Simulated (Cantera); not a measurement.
**Titanium nitride, carbide and oxide coatings: Ti + H₂O + N₂**

A closed system holds: 1 mol Ti, 13 mol H₂O, 1.9 mol N₂, at 1850 °C.

Method: chemical equilibrium by Gibbs-energy minimisation in Cantera with the NASA 1993 tables (ideal gas, pure condensed phases). Candidate condensed phases: H₂O, Ti, TiN, TiO, TiO₂, Ti₂O₃, Ti₃O₅, Ti₄O₇; 27 gas species. Gases not in the tables: TiO(OH)₂. Rates play no part.

| P (Pa) | log p H₂O | log p H₂ | log p H | log p N₂ | log p OH | log p O₂ | log p O | log p TiO₂ | n TiO₂(rutile) |
|---|---|---|---|---|---|---|---|---|---|
| 10 | -4.35 | -4.78 | -4.84 | -4.99 | -5.31 | -5.45 | -5.51 | -5.75 | 0.672 |
| 28 | -3.80 | -4.36 | -4.62 | -4.50 | -4.98 | -5.21 | -5.39 | -5.75 | 0.893 |
| 77 | -3.31 | -3.95 | -4.42 | -4.04 | -4.69 | -5.04 | -5.31 | -5.75 | 0.963 |
| 220 | -2.82 | -3.52 | -4.20 | -3.57 | -4.42 | -4.93 | -5.25 | -5.75 | 0.987 |
| 600 | -2.37 | -3.09 | -3.99 | -3.12 | -4.18 | -4.88 | -5.23 | -5.75 | 0.995 |
| 1700 | -1.91 | -2.64 | -3.77 | -2.67 | -3.94 | -4.85 | -5.21 | -5.75 | 0.998 |
| 4600 | -1.47 | -2.21 | -3.55 | -2.23 | -3.72 | -4.84 | -5.21 | -5.75 | 0.999 |
| 13000 | -1.02 | -1.76 | -3.32 | -1.78 | -3.49 | -4.84 | -5.21 | -5.75 | 1.000 |
| 36000 | -0.58 | -1.32 | -3.10 | -1.34 | -3.27 | -4.84 | -5.21 | -5.75 | 1.000 |
| 100000 | -0.13 | -0.87 | -2.88 | -0.89 | -3.05 | -4.84 | -5.21 | -5.75 | 1.000 |
log p: log10 of the partial pressure in bar; n: condensed amount in mol.

From 10.0 Pa to 1.00 bar the condensed part is TiO₂(rutile).
